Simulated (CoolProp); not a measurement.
Methane along the isobar 4.23 MPa: fugacity coefficient from the reference equation and from simpler models built on Tc = 190.6 K, pc = 4.599 MPa, ω = 0.011; each cubic takes its own stable root.

Computed with CoolProp (reference Helmholtz-energy equation of state, Setzmann 1991).

```csv
T (K),phase,reference
181.9,liquid,0.6038
209.8,gas,0.7785
237.7,gas,0.8504
265.6,gas,0.8958
293.5,gas,0.9264
321.4,gas,0.9478
349.3,gas,0.9633
377.2,gas,0.9746
405.1,gas,0.9831
433,gas,0.9896
460.9,gas,0.9946
488.8,gas,0.9985
```

### Question
How far does each simpler model (van der Waals, Redlich-Kwong) lie from the reference over these 12 states: mean and median of the absolute difference, and the worst?

### Answer
- van der Waals: mean 1.9 %, median 1.3 %, worst +9.9 % at 181.9 K and 4.23 MPa
- Redlich-Kwong: mean 0.4 %, median 0.4 %, worst +0.7 % at 181.9 K and 4.23 MPa
